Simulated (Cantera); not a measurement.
What does this Cantera script print?

```python
import numpy as np
import cantera as ct

gas_names = """
    C CN CO CO2 C2 CCN CNC C2N2 C2O C3 C3O2 C4 C4N2 C5 N NCO NO NO2 NO3 N2 N2O O O2 O3 Si SiC SiC2 SiN
    SiO SiO2 Si2 Si2C Si2N Si3
""".split()
cond_names = """
    C(gr) Si(cr) Si(L) SiC(b) SiO2(Lqz) SiO2(hqz) SiO2(L) Si2N2O(s) Si3N4(a)
""".split()


# ... load() reads the species with a 1 bar reference pressure and builds the phases ...
atoms = {
    'Si3N4': {'Si': 3, 'N': 4},
    'O2': {'O': 2},
    'N2': {'N': 2},
    'CO2': {'C': 1, 'O': 2},
}
top_T = {'C(gr)': 4500, 'SiC(b)': 3050, 'Si2N2O(s)': 2100, 'Si3N4(a)': 2400}  # K; cautious upper limits of use, not melting points


# ... equilibrate(T, P, feed) seeds the gas with the atoms and calls Mixture.equilibrate('TP', solver="vcs", rtol=1e-11, max_steps=5000) ...
results = []
feed = {'Si3N4': 1, 'O2': 0.002, 'N2': 9.3, 'CO2': 0.023}  # mol
P = 510  # Pa
for T in [1100, 1150, 1200, 1250, 1300, 1350, 1400, 1450, 1500, 1550, 1600, 1650, 1700]:
    mix = equilibrate(T, P, feed)
    results.append((T, P, feed, dict(zip(mix.species_names, mix.species_moles))))
    x = sorted(zip(gas.X, gas.species_names), reverse=True)
    print(f"T = {T:g} K  P = {P:g} Pa  gas = {mix.phase_moles(0):.4g} mol")
    print("   x: " + "  ".join(f"{s} {v:.3e}" for v, s in x if v > 0.0001))
    print("   condensed (mol): " + ("  ".join(f"{mix.phase(i).name} {mix.phase_moles(i):.4g}"
          for i in range(1, mix.n_phases) if mix.phase_moles(i) > 1e-12) or "none"))
```

It prints:

```
T = 1100 K  P = 510 Pa  gas = 9.317 mol
   x: N2 1.000e+00
   condensed (mol): C(gr) 0.023  Si2N2O(s) 0.05  Si3N4(a) 0.9667
T = 1150 K  P = 510 Pa  gas = 9.317 mol
   x: N2 1.000e+00
   condensed (mol): C(gr) 0.02299  Si2N2O(s) 0.04999  Si3N4(a) 0.9667
T = 1200 K  P = 510 Pa  gas = 9.317 mol
   x: N2 1.000e+00
   condensed (mol): C(gr) 0.02296  Si2N2O(s) 0.04996  Si3N4(a) 0.9667
T = 1250 K  P = 510 Pa  gas = 9.317 mol
   x: N2 1.000e+00
   condensed (mol): C(gr) 0.02285  Si2N2O(s) 0.04985  Si3N4(a) 0.9668
T = 1300 K  P = 510 Pa  gas = 9.317 mol
   x: N2 9.999e-01
   condensed (mol): C(gr) 0.02251  Si2N2O(s) 0.04951  Si3N4(a) 0.967
T = 1350 K  P = 510 Pa  gas = 9.332 mol
   x: N2 9.999e-01  CO 1.250e-04
   condensed (mol): SiC(b) 0.02183  Si2N2O(s) 0.04883  Si3N4(a) 0.9602
T = 1400 K  P = 510 Pa  gas = 9.332 mol
   x: N2 9.998e-01  CO 2.044e-04
   condensed (mol): SiC(b) 0.02109  Si2N2O(s) 0.04808  Si3N4(a) 0.9609
T = 1450 K  P = 510 Pa  gas = 9.332 mol
   x: N2 9.997e-01  CO 3.228e-04
   condensed (mol): SiC(b) 0.01999  Si2N2O(s) 0.04692  Si3N4(a) 0.962
T = 1500 K  P = 510 Pa  gas = 9.332 mol
   x: N2 9.995e-01  CO 4.945e-04
   condensed (mol): SiC(b) 0.01838  Si2N2O(s) 0.04505  Si3N4(a) 0.9637
T = 1550 K  P = 510 Pa  gas = 9.334 mol
   x: N2 9.991e-01  CO 7.369e-04  SiO 1.587e-04
   condensed (mol): SiC(b) 0.01612  Si2N2O(s) 0.04164  Si3N4(a) 0.9664
T = 1600 K  P = 510 Pa  gas = 9.34 mol
   x: N2 9.983e-01  CO 1.070e-03  SiO 6.417e-04
   condensed (mol): SiC(b) 0.013  Si2N2O(s) 0.03401  Si3N4(a) 0.971
T = 1650 K  P = 510 Pa  gas = 9.362 mol
   x: N2 9.961e-01  SiO 2.379e-03  CO 1.518e-03
   condensed (mol): SiC(b) 0.008789  Si2N2O(s) 0.01351  Si3N4(a) 0.9806
T = 1700 K  P = 510 Pa  gas = 9.386 mol
   x: N2 9.946e-01  SiO 4.231e-03  CO 1.096e-03
   condensed (mol): SiC(b) 0.01271  Si3N4(a) 0.9823
```

Equilibrium computed with Cantera from the NASA thermochemical tables; the gas is ideal and each condensed phase is pure. Mutual solubility and eutectic melting of coexisting phases are not modelled.
